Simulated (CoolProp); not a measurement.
Vapour-liquid equilibrium of isohexane (1) + benzene (2) at 95.35 °C; x and y are mole fractions of (1).

The numbers come from the multi-fluid Helmholtz-energy mixture model, Lemmon 2006 and Thol 2012; pair parameters Bell 2016 in CoolProp.

```tsv
x	bubble pressure, mixture model (MPa)	bubble pressure, Raoult's law (MPa)	y, mixture model	y, Raoult's law
0.05	0.1727	0.1644	0.122	0.084
0.2	0.2038	0.1818	0.351	0.302
0.35	0.2248	0.1992	0.496	0.483
0.5	0.2405	0.2166	0.613	0.634
0.65	0.2531	0.2340	0.724	0.763
0.8	0.2635	0.2515	0.838	0.874
0.95	0.2721	0.2689	0.958	0.971
```

The largest gap from Raoult's law is +12.9 % in bubble pressure, at x = 0.35. No azeotrope shows between x = 0.05 and 0.95.

The pair parameters rest on a limited set of measurements; away from them the model extrapolates.
